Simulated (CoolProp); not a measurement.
100 sccm (0 °C, 1 atm) of nitrogen bubbles through liquid hexamethyldisiloxane (MM) at 319.1 K and leaves saturated at a total pressure of 0.15 MPa (ideal gas phase). Each further row changes one setting.

The numbers come from the reference Helmholtz-energy equation of state, Thol 2016 in CoolProp.

```tsv
case	vapour pressure (kPa)	mole fraction of vapour	delivery (mg/min)	delivery (sccm)	change of delivery for a bath 1 K warmer (%)
as stated	14.8	0.0987	79.3	10.9	4.9
bath temperature 324.1 K	18.3	0.122	100	13.9	4.8
total pressure 0.3 MPa	14.8	0.0493	37.6	5.19	4.6
```
